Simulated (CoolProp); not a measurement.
The fluid at 505.16 K and 6.62 MPa is throttled through a valve to 1.79 MPa with no heat exchange. The same conditions are run with several fluids, on thermodynamics alone (safety and materials aside).

The numbers come from the reference Helmholtz-energy equation of state of each fluid (hexamethyldisiloxane (MM): Thol 2016; n-decane: Lemmon 2006; o-xylene: Zhou 2012; cyclopentane: Gedanitz 2015; dodecamethylcyclohexasiloxane (D6): Colonna 2008) in CoolProp.

| fluid | temperature change (K) | final phase | final density (kg/m³) |
|---|---|---|---|
| hexamethyldisiloxane (MM) | -3.9 | liquid | 463 |
| n-decane | +0.3 | liquid | 551 |
| o-xylene | +0.4 | liquid | 677 |
| cyclopentane | -57.3 | two-phase, vapour fraction 0.630 | 69.9 |
| dodecamethylcyclohexasiloxane (D6) | +0.7 | liquid | 738 |
